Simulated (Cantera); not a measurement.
Mixture: CH₄ : CO : O₂ : N₂ = 1 : 0.082 : 2.52 : 6.8 (molar parts), equivalence ratio 0.81, at 10.0 bar, adiabatic and at constant volume. Ignition delay is the time to a rise of 400 K.

Cantera simulation using GRI-Mech 3.0 (53 species, 325 reactions); the numbers are that mechanism's predictions, not measurements.

What does this change do: 0.037 parts C2H6 added?


```csv
quantity,before,after
delay at 1273 K,1.38 ms,0.723 ms
delay at 1473 K,0.161 ms,92.3 µs
delay at 1673 K,28.5 µs,16.4 µs
delay at 1873 K,7.30 µs,4.41 µs
apparent activation energy between 1773 and 1973 K,170 kJ/mol,160 kJ/mol
```
